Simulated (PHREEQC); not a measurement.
A solution holds 0.0012 mol/kgw KHSO4, at 15 °C. Closed to the air; pH follows from the charge balance.

Model: ion-association model, phreeqc.dat, run in PHREEQC.

Task: The ionic strength comes out as 0.00343 mol/kgw. What activity coefficients do H+, SO4-2, KSO4-, HSO4-, K+ get?

Result: H+ 0.94, SO4-2 0.78, KSO4- 0.94, HSO4- 0.94, K+ 0.94.

Precipitation was switched off in this run. Species that the database lacks are ignored.
